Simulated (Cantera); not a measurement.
Feed: 1 mol NaI, 16 mol H2, at 475 °C and 61.0 mbar.

Cantera equilibrium calculation (NASA polynomials, part measured and part estimated; ideal gas, pure solids and liquids). Candidate condensed phases: I2, Na, NaI; 9 gas species. Rates play no part.

Problem. What is the equilibrium state?

Solution. 
```
Quantity                              Value
--------------------------------  ---------
x(H2)                                 1.000
x(NaI)                              8.34e-6
n(NaI(s))                         1.000 mol
gas amount                        16.00 mol
log10 activity of Na(l) (absent)      -7.55
log10 activity of I2(l) (absent)     -22.19
```
